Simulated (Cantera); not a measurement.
A closed system holds: 1 mol Fe₃O₄, 0.81 mol CO, 5.8 mol H₂, at 1925 °C and 1000 Pa.

Equilibrium computed with Cantera from the NASA thermochemical tables; the gas is ideal and each condensed phase is pure. Candidate condensed phases: C, C₆H₆, C₇H₈, C₈H₁₈, Fe, Fe(CO)₅, FeO, Fe(OH)₂, Fe(OH)₃, Fe₂O₃, Fe₃O₄, H₂O; 114 gas species. The tables' stoichiometric FeO is somewhat more stable than real wüstite, so its field is too wide. FeO: taken at fixed stoichiometry. The numbers say what is thermodynamically allowed, not how fast it happens.

Base state: H₂ 0.394, H₂O 0.285, Fe 0.181, CO 0.0857, H 0.0349, CO₂ 0.0118, FeO 0.00402, OH 0.00352 (mole fractions); condensed: FeO(l).

Q: What changes in the equilibrium state with this change: pressure from 1000 Pa to 70000 Pa?

A: 
```tsv
species	before	after
H₂	0.394	0.587
H₂O	0.285	0.282
CO	0.0857	0.112
Fe	0.181	0.00389
H	0.0349	0.00510
CO₂	0.0118	0.0102
O₂	6.66e-5	4.19e-7
O	0.000218	2.07e-6
FeO(l), mol	1.46	2.05
Fe(l), mol	0	0.922
```
Each liquid is taken as pure. Mutual solubility and eutectic melting of coexisting phases are not modelled.

Q: What changes in the equilibrium state with this change: pressure from 1000 Pa to 3700 Pa?

A: 
| species | before | after |
|---|---|---|
| H₂ | 0.394 | 0.534 |
| H₂O | 0.285 | 0.257 |
| CO | 0.0857 | 0.103 |
| Fe | 0.181 | 0.0736 |
| H | 0.0349 | 0.0212 |
| CO₂ | 0.0118 | 0.00935 |
| O₂ | 6.66e-5 | 7.92e-6 |
| O | 0.000218 | 3.91e-5 |
| FeO(l), mol | 1.46 | 2.06 |
| Fe(l), mol | 0 | 0.403 |
Each liquid is taken as pure. Mutual solubility and eutectic melting of coexisting phases are not modelled.

Q: What changes in the equilibrium state with this change: Fe₃O₄ replaced by MgO?

A: 
```csv
species,before,after
H₂,0.394,0.625
Mg,0,0.113
H₂O,0.285,0.109
Fe,0.181,0
CO₂,0.0118,0.00339
H,0.0349,0.0440
CO,0.0857,0.102
FeO,0.00402,0
MgOH,0,0.000727
Fe(OH)₂,0.000251,0
MgH,0,0.000156
MgO,0,7.10e-5
"FeO(l), mol",1.46,0
"MgO(s), mol",0,0.124
```
The tables' values for MgH are old estimates; treat these amounts as uncertain. Further candidate phases: Mg, MgCO₃, MgO, Mg(OH)₂.
